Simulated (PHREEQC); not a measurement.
## Polishing slurry liquid

Solution (26 °C): 0.0066 mol/kgw KOH, 7.4e-05 mol/kgw H4SiO4 and 0.00056 mol/kgw KH2PO4. Closed to the air; pH follows from the charge balance.

All values are PHREEQC results (ion-association model, phreeqc.dat), not measurements.

```
Item                            Value
--------------------  ---------------
pH                              11.69
ionic strength        0.00801 mol/kgw
specific conductance       1670 µS/cm
total alkalinity          6.60 meq/kg
```

| species | molality | activity | log γ |
|---|---|---|---|
| K+ | 0.00716 | 0.00651 | -0.041 |
| OH- | 0.00582 | 0.00529 | -0.041 |
| HPO4-2 | 0.000409 | 0.000283 | -0.159 |
| PO4-3 | 0.000147 | 6.31e-5 | -0.368 |
| H3SiO4- | 6.99e-5 | 6.36e-5 | -0.041 |
| KHPO4- | 3.93e-6 | 3.59e-6 | -0.039 |
| H2SiO4-2 | 3.22e-6 | 2.24e-6 | -0.158 |
| H4SiO4 | 8.59e-7 | 8.61e-7 | 0.001 |
| H2PO4- | 1.03e-8 | 9.37e-9 | -0.039 |

No solid was allowed to form.
